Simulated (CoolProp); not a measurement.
Properties of sulfur hexafluoride along the isotherm 351.6 K (Tc = 318.7 K, pc = 37.55 bar, ω = 0.210).

Values from CoolProp's reference Helmholtz-energy equation of state, Guder 2009.

```tsv
p (bar)	phase	Joule-Thomson coefficient (K/MPa)	expansivity (1/kK)	viscosity (µPa s)
0.178	gas	5.922	2.855	17.6
0.301	gas	5.927	2.863	17.6
0.507	gas	5.935	2.876	17.6
0.856	gas	5.949	2.898	17.6
1.44	gas	5.972	2.936	17.6
2.44	gas	6.013	3.003	17.7
4.11	gas	6.083	3.119	17.7
6.94	gas	6.207	3.332	17.8
11.7	gas	6.431	3.747	18.1
19.8	gas	6.858	4.667	18.7
33.4	gas	7.688	7.323	20.5
56.3	supercritical	7.754	21.04	31.2
```

Viscosity comes from a separate model (Quiñones-Cisneros 2012).
